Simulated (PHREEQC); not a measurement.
Solution (25 °C): 140 mmol/kgw TMAH. Closed to the air; pH follows from the charge balance.

Equilibrium calculation in PHREEQC: ion-association model, wateq4f.dat.

- pH = 13.01
- ionic strength = 0.140 mol/kgw
- total alkalinity = 140 meq/kg

```csv
species,molality,activity,log γ
OH-,0.140,0.103,-0.133
(CH3)4N+,0.140,0.104,-0.128
```

This is a speciation only: nothing precipitates in the calculation. (CH3)4N+ isn't in the database: it is added as a free cation with an ion size of 4 Å.
